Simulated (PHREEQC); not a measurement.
Make-up at 25 °C: 0.05 mol HCl, 4.6e-05 mol LiCl and 0.014 mol MnSO4 per kg of water. Closed to the air; pH follows from the charge balance.

Computed with PHREEQC (ion-association model, phreeqc.dat).

This is a speciation only: nothing precipitates in the calculation.

Question: Predict the pH.

Answer: pH 1.45.

Question: In which forms is S present?

Answer: HSO4- 56 %, SO4-2 33 %, MnSO4 11 % of the S.

Complexes and solids missing from the database can't appear.
